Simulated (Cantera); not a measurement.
What does this Cantera script print?

```python
import numpy as np
import cantera as ct

gas_names = """
    C CN C2 CCN CNC C2N2 C3 C4 C4N2 C5 N N2 Si SiC SiC2 SiN Si2 Si2C Si2N Si3
""".split()
cond_names = """
    C(gr) Si(cr) Si(L) SiC(b) Si3N4(a)
""".split()


# ... load() reads the species with a 1 bar reference pressure and builds the phases ...
atoms = {
    'SiC': {'Si': 1, 'C': 1},
    'C': {'C': 1},
    'N2': {'N': 2},
}
top_T = {'C(gr)': 4500, 'SiC(b)': 3050, 'Si3N4(a)': 2400}  # K; cautious upper limits of use, not melting points


# ... equilibrate(T, P, feed) seeds the gas with the atoms and calls Mixture.equilibrate('TP', solver="vcs", rtol=1e-11, max_steps=5000) ...
results = []
feed = {'SiC': 1, 'C': 0.13, 'N2': 0.012}  # mol
T = 2448  # K
P = 133.322  # Pa
mix = equilibrate(T, P, feed)
results.append((T, P, feed, dict(zip(mix.species_names, mix.species_moles))))
x = sorted(zip(gas.X, gas.species_names), reverse=True)
print(f"T = {T:g} K  P = {P:g} Pa  gas = {mix.phase_moles(0):.4g} mol")
print("   x: " + "  ".join(f"{s} {v:.3e}" for v, s in x if v > 0.0001))
print("   condensed (mol): " + ("  ".join(f"{mix.phase(i).name} {mix.phase_moles(i):.4g}"
      for i in range(1, mix.n_phases) if mix.phase_moles(i) > 1e-12) or "none"))
```

It prints:

```
T = 2448 K  P = 133.322 Pa  gas = 0.03823 mol
   x: Si 5.060e-01  N2 3.127e-01  SiC2 1.126e-01  Si2C 6.312e-02  Si2 2.640e-03  SiN 1.127e-03  CN 1.015e-03  Si2N 2.190e-04  SiC 1.769e-04  C3 1.631e-04
   condensed (mol): C(gr) 0.1477  SiC(b) 0.9712
```

Equilibrium computed with Cantera from the NASA thermochemical tables; the gas is ideal and each condensed phase is pure. The tables' values for SiN are old estimates; treat these amounts as uncertain.
